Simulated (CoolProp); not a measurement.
Saturation properties of water (Tc = 373.9 °C, pc = 22.06 MPa, ω = 0.344).

Computed with CoolProp (reference Helmholtz-energy equation of state, Wagner 2002).

```csv
T (°C),p (MPa),enthalpy of vaporisation (kJ/kg),vapour Z,surface tension (mN/m),liquid viscosity (µPa s)
178.25,0.9631,2020,0.9313,42.4,152
194.45,1.382,1961,0.9128,38.8,139
210.55,1.929,1897,0.8915,35.1,128
226.65,2.629,1828,0.8668,31.3,118
242.75,3.512,1752,0.8387,27.5,110
258.85,4.605,1668,0.8067,23.8,102
275.05,5.951,1574,0.7700,20.0,95.5
291.15,7.567,1469,0.7286,16.2,89.2
```

It boils at 100.0 °C under 1 atm.

Viscosity comes from a separate model (Huber 2009). Surface tension comes from a separate correlation (Mulero 2012).
